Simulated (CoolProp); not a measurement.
R143a along the isobar 47.4 bar: fugacity coefficient from the reference equation and from simpler models built on Tc = 345.9 K, pc = 37.62 bar, ω = 0.261; each cubic takes its own stable root.

Computed with CoolProp (reference Helmholtz-energy equation of state, Lemmon and Jacobsen 2000).

```tsv
T (K)	phase	reference	van der Waals	Redlich-Kwong	Soave-Redlich-Kwong
330.6	liquid	0.4326	0.5280	0.4759	0.4594
346	supercritical	0.5349	0.5926	0.5617	0.5619
361.4	supercritical	0.6251	0.6516	0.6358	0.6473
376.8	supercritical	0.6815	0.6966	0.6857	0.7025
392.2	supercritical	0.7247	0.7297	0.7238	0.7453
407.6	supercritical	0.7603	0.7570	0.7553	0.7808
423	supercritical	0.7905	0.7803	0.7821	0.8110
438.4	supercritical	0.8164	0.8006	0.8052	0.8369
453.8	supercritical	0.8388	0.8185	0.8254	0.8594
469.2	supercritical	0.8583	0.8343	0.8431	0.8790
484.6	supercritical	0.8755	0.8484	0.8588	0.8962
500	supercritical	0.8906	0.8611	0.8727	0.9113
```
